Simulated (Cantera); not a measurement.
Feed: 1 mol HgO, 12 mol N2, equilibrated at 0.638 Torr.

These are equilibrium values from Cantera (NASA tables, ideal gas, pure condensed phases), not measurements of a reactor. Candidate condensed phases: Hg, HgO; 10 gas species. Kinetics and transport are ignored. All values below are at 677 °C.

Base state: N2 0.889, Hg 0.0741, O2 0.0370 (mole fractions); condensed: gas only.

Problem. What changes in the equilibrium state with this change: HgO replaced by PbO?

Solution. 
| species | before | after |
|---|---|---|
| N2 | 0.889 | 1.000 |
| PbO | 0 | 6.21e-5 |
| Pb | 0 | 1.23e-5 |
| Hg | 0.0741 | 0 |
| O2 | 0.0370 | 6.09e-6 |
| PbO(yellow), mol | 0 | 0.999 |
Further candidate phases: Pb, PbO, PbO2, Pb3O4.
